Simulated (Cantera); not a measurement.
A Cantera script and its output.

```python
import numpy as np
import cantera as ct

gas = ct.Solution("gri30.yaml")
gas.TPX = 1375, 1200, {'H2': 0.0051, 'O2': 1}
reactor = ct.IdealGasConstPressureReactor(gas, energy="off", clone=False)
net = ct.ReactorNet([reactor])
net.rtol, net.atol = 1e-08, 1e-18
show = ['H2', 'O2', 'OH', 'H', 'H2O', 'HO2']
times = np.geomspace(3e-05, 7, 10)

steps = ct.SolutionArray(gas, extra=["t"])
rows = []
print(f"{'t/s':>10s}{'T/K':>9s}{'P/Pa':>11s}" + "".join(f"{s:>11s}" for s in show))
for t in times:
    while net.time < t:
        t_next = net.step()
        steps.append(gas.state, t=t_next)
    rows.append([np.interp(t, steps.t, y) for y in (steps.T, steps.P, *steps(*show).X.T)])
    print(f"{t:10.3e}{rows[-1][0]:9.1f}{rows[-1][1]:11.4g}" + "".join(f"{x:11.3e}" for x in rows[-1][2:]))
rate = np.gradient(steps.T, steps.t)
print("integrator steps:", len(steps.t))
if steps.T.max() > steps.T[0] + 200:
    print(f"time of steepest temperature rise: {steps.t[rate.argmax()]:.4e} s")
gas.TPX = 1375, 1200, {'H2': 0.0051, 'O2': 1}
gas.equilibrate("TP")
print(f"equilibrium (TP): T = {gas.T:.1f} K  " + "  ".join(f"{s} {gas[s].X[0]:.3e}" for s in show))
```

Output:

```
       t/s      T/K       P/Pa         H2         O2         OH          H        H2O        HO2
 3.000e-05   1375.0       1200  5.074e-03  9.949e-01  9.691e-10  1.284e-09  1.912e-11  2.241e-09
 1.185e-04   1375.0       1200  5.074e-03  9.949e-01  7.242e-09  2.058e-09  6.457e-10  8.848e-09
 4.677e-04   1375.0       1200  5.074e-03  9.949e-01  4.224e-08  4.051e-09  1.535e-08  3.490e-08
 1.847e-03   1375.0       1200  5.073e-03  9.949e-01  5.662e-07  3.436e-08  5.716e-07  1.374e-07
 7.293e-03   1375.0       1200  3.524e-03  9.934e-01  7.542e-04  5.393e-05  1.146e-03  3.417e-07
 2.880e-02   1375.0       1200  1.034e-05  9.901e-01  6.426e-04  7.797e-05  4.704e-03  2.066e-07
 1.137e-01   1375.0       1200  9.520e-06  9.905e-01  6.168e-04  6.864e-05  4.723e-03  1.976e-07
 4.490e-01   1375.0       1200  7.072e-06  9.916e-01  5.320e-04  4.344e-05  4.784e-03  1.678e-07
 1.773e+00   1375.0       1200  2.947e-06  9.935e-01  3.438e-04  1.142e-05  4.903e-03  1.011e-07
 7.000e+00   1375.0       1200  5.292e-07  9.946e-01  1.459e-04  8.524e-07  5.012e-03  3.446e-08
integrator steps: 832
equilibrium (TP): T = 1375.0 K  H2 1.430e-08  O2 9.949e-01  OH 2.405e-05  H 3.766e-09  H2O 5.075e-03  HO2 1.757e-08
```

Model: GRI-Mech 3.0 (53 species, 325 reactions), integrated in Cantera. Radical loss at walls, strong at low pressure, is not modelled.
